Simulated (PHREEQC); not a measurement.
Nickel, zinc or cadmium bath: speciation

Consider water at 25 °C with 7 mmol/kgw NiSO4, 0.12 mmol/kgw KCl and 0.03 mmol/kgw FeSO4. Closed to the air; pH follows from the charge balance.

All values are PHREEQC results (ion-association model, wateq4f.dat), not measurements.

Precipitation was switched off in this run.

Q: Estimate the pH, ionic strength.

A: pH 6.24; ionic strength 0.0212 mol/kgw.

Q: In which forms is Ni present?

A: Ni+2 75 %, NiSO4 25 % of the Ni.
